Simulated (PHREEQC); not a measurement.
Solution (25 °C): 0.0054 mol/kgw CuCl2, 0.0002 mol/kgw HBF4 and 6.2e-05 mol/kgw Na2SO4. Closed to the air; pH follows from the charge balance.

Equilibrium calculation in PHREEQC: ion-association model, wateq4f.dat.

```json
{
 "pH": "3.34",
 "ionic_strength": "0.0166 mol/kgw",
 "total_alkalinity": "-0.800 meq/kg"
}
```

```tsv
species	molality	activity	log γ
Cl-	0.0107	0.00939	-0.057
Cu+2	0.00526	0.00325	-0.210
H+	0.000509	0.000456	-0.048
F-	0.000480	0.000421	-0.057
HF	0.000287	0.000288	0.002
H3BO3	0.000199	0.000200	0.002
Na+	0.000124	0.000109	-0.055
CuCl+	9.34e-5	8.21e-5	-0.056
SO4-2	4.33e-5	2.63e-5	-0.217
CuF+	2.83e-5	2.49e-5	-0.056
CuSO4	1.73e-5	1.74e-5	0.002
```

This is a speciation only: nothing precipitates in the calculation. Complexes and solids missing from the database can't appear. Real BF4- forms and hydrolyses slowly; the run takes it at equilibrium.
